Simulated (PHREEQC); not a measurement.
A solution holds 0.82 mol Na2SO4 and 2.3 mol MgSO4 per kg of water, at 25 °C. Closed to the air; pH follows from the charge balance.

The numbers come from PHREEQC with the Pitzer model, pitzer.dat.

Each row changes one thing in this solution. No solid was allowed to form.

| case | MgOH+ (mol/kgw) | HSO4- (mol/kgw) | SI of Epsomite (MgSO4:7H2O) | SI of Hexahydrite (MgSO4:6H2O) |
|---|---|---|---|---|
| as made | 2.80e-6 | 2.36e-6 | -0.19 | -0.42 |
| temperature from 25 to 35 °C | 4.66e-6 | … | -0.32 | -0.46 |
| MgSO4 from 2.3 to 2.07 mol/kgw | 2.59e-6 | 2.15e-6 | -0.27 | … |
| 0.26 mol/kgw K2SO4 added | 2.95e-6 | 2.72e-6 | … | -0.44 |
| diluted 5-fold with water | 9.66e-7 | 7.80e-7 | -1.05 | -1.33 |

Q: What belongs in the gaps?

A: 
- temperature from 25 to 35 °C, HSO4- (mol/kgw): 4.07e-6
- MgSO4 from 2.3 to 2.07 mol/kgw, SI of Hexahydrite (MgSO4:6H2O): -0.51
- 0.26 mol/kgw K2SO4 added, SI of Epsomite (MgSO4:7H2O): -0.21

Complexes and solids missing from the database can't appear.
